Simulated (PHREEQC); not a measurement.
Leach liquor

A solution holds 0.0024 mol/kgw H2SO4, 0.00048 mol/kgw Li2SO4 and 0.00021 mol/kgw MgSO4, at 17 °C. Closed to the air; pH follows from the charge balance.

The numbers come from PHREEQC with the ion-association model, phreeqc.dat.

Precipitation was switched off in this run.

What pH, specific conductance does the model give?

pH 2.41; specific conductance 1490 µS/cm.

In which forms is S present?

SO4-2 79 %, HSO4- 19 %, MgSO4 1.3 % of the S.
